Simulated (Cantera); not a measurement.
## Adiabatic ignition

An adiabatic, constant-pressure homogeneous reactor starts with H2 : O2 : N2 : H2O = 1 : 0.455 : 1.71 : 0.077 (molar parts), at 1375 K and 3830 Torr.

Cantera simulation using the H2/O2 subset of GRI-Mech 3.0, which has no nitrogen chemistry; the numbers are that mechanism's predictions, not measurements. The hydrogen kinetics of GRI-Mech 3.0 are dated; newer H2 mechanisms differ, most at raised pressure.

```csv
t (s),T (K),x H2,x O2,x H2O,x H,x O
3.00e-6,1376,0.308,0.140,0.0242,0.000284,3.85e-5
1.14e-5,2792,0.0626,0.0114,0.283,0.0218,0.00605
4.34e-5,2940,0.0554,0.00778,0.301,0.0137,0.00361
0.000165,2940,0.0554,0.00778,0.301,0.0137,0.00360
0.000628,2940,0.0554,0.00778,0.301,0.0137,0.00360
0.00239,2940,0.0554,0.00778,0.301,0.0137,0.00360
0.00909,2940,0.0554,0.00778,0.301,0.0137,0.00360
0.0346,2940,0.0554,0.00778,0.301,0.0137,0.00360
0.131,2940,0.0554,0.00778,0.301,0.0137,0.00360
0.500,2940,0.0554,0.00778,0.301,0.0137,0.00360
```
x: mole fraction; the columns are a selection and need not sum to one.

```json
{
  "time_of_steepest_temperature_rise": "4.78 µs",
  "temperature at 0.500 s": "2940 K",
  "equilibrium_temperature": "2940 K",
  "x(H2) at 0.500 s": "0.0554 (gas-phase equilibrium 0.0554)",
  "x(O2) at 0.500 s": "0.00778 (gas-phase equilibrium 0.00778)",
  "x(H2O) at 0.500 s": "0.301 (gas-phase equilibrium 0.301)"
}
```
